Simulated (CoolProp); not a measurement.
Model: reference Helmholtz-energy equation of state, de Reuck 1990, in CoolProp.

Give the vapour pressure (MPa), liquid cp (kJ/(kg K)), vapour Z of saturated fluorine at 135.8 K.


```
T (K)  p (MPa)  liquid cp (kJ/(kg K))  vapour Z
-----  -------  ---------------------  --------
135.8     3.60                   3.05     0.590
```
